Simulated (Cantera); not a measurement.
Feed: 1 mol N2O, 1.3 mol H2, held at 1475 K and 3.83 Torr.

Equilibrium computed with Cantera from the NASA thermochemical tables; the gas is ideal and each condensed phase is pure. Candidate condensed phases: H2O; 24 gas species. Equilibrium is a limit: real reactors are often held back by kinetics, nucleation or transport.

Base state: N2 0.435, H2O 0.435, H2 0.130, H 6.56e-5 (mole fractions); condensed: gas only.

Problem. What changes in the equilibrium state with this change: H2 from 1.3 to 0.57 mol?

Solution. 
| species | before | after |
|---|---|---|
| N2 | 0.435 | 0.560 |
| H2O | 0.435 | 0.319 |
| O2 | 3.95e-9 | 0.120 |
| H2 | 0.130 | 1.74e-5 |
| NO | 1.10e-7 | 0.000688 |
| O | 2.53e-9 | 1.39e-5 |
| H | 6.56e-5 | 7.57e-7 |
| OH | 5.73e-6 | 0.000364 |
